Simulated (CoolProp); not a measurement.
A closed Brayton cycle with nitrogen: compressor inlet 324.15 K and 2.7 MPa, high pressure 7.51 MPa, turbine inlet 690 K, compressor efficiency 0.89, turbine efficiency 0.9, recuperator effectiveness 0.95 (on enthalpy, no pinch check). Each further row changes one setting.

Computed with CoolProp (reference Helmholtz-energy equation of state, Span 2000).

```csv
case,thermal efficiency (%),net work (kJ/kg),compressor to turbine work,compressor exit (K),turbine exit (K)
as stated,?,37.2,0.78,448.8,536.9
turbine inlet 640 K,?,24.9,?,448.8,496.7
compressor inlet 334.15 K,19.0,?,?,462.4,536.9
high pressure 6.38 MPa,?,37.1,?,426.4,558.8
recuperator effectiveness 0.5,17.1,37.2,0.78,448.8,536.9
```

Task: Fill in the missing entries.

Result: 
- as stated, thermal efficiency (%): 21.3
- turbine inlet 640 K, thermal efficiency (%): 15.5
- turbine inlet 640 K, compressor to turbine work: 0.84
- compressor inlet 334.15 K, net work (kJ/kg): 33.1
- compressor inlet 334.15 K, compressor to turbine work: 0.80
- high pressure 6.38 MPa, thermal efficiency (%): 24.2
- high pressure 6.38 MPa, compressor to turbine work: 0.74
